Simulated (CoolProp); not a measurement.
Model: reference Helmholtz-energy equation of state, Setzmann 1991, in CoolProp.

Question: For methane, give the phase and the cv (kJ/(kg K)), speed of sound (m/s), Joule-Thomson coefficient (K/MPa), Prandtl number at -163.75 °C and 0.0727 bar.

Answer: 
- -163.75 °C and 0.0727 bar: gas; cv 1.56, speed of sound 274, Joule-Thomson coefficient 29.4, Prandtl number 0.803

Viscosity comes from a separate model (Quiñones-Cisneros 2006). Thermal conductivity comes from a separate model (Friend 1989).
